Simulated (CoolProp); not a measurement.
1-butene along the isotherm 441.9 K: fugacity coefficient from the reference equation and from simpler models built on Tc = 419.3 K, pc = 4006 kPa, ω = 0.192; each cubic takes its own stable root.

Values from CoolProp's reference Helmholtz-energy equation of state, Lemmon 2005. It is a short technical equation, of lower accuracy than the large ones.

```
p (kPa)          phase  reference  Redlich-Kwong  Soave-Redlich-Kwong
-------  -------------  ---------  -------------  -------------------
2500               gas     0.8226         0.8236               0.8272
5010     supercritical     0.6483         0.6502               0.6594
7510     supercritical     0.4967         0.5041               0.5163
10000    supercritical     0.4129         0.4245               0.4361
12500    supercritical     0.3628         0.3769               0.3879
15000    supercritical     0.3306         0.3463               0.3568
17500    supercritical     0.3090         0.3258               0.3361
20000    supercritical     0.2940         0.3119               0.3220
```
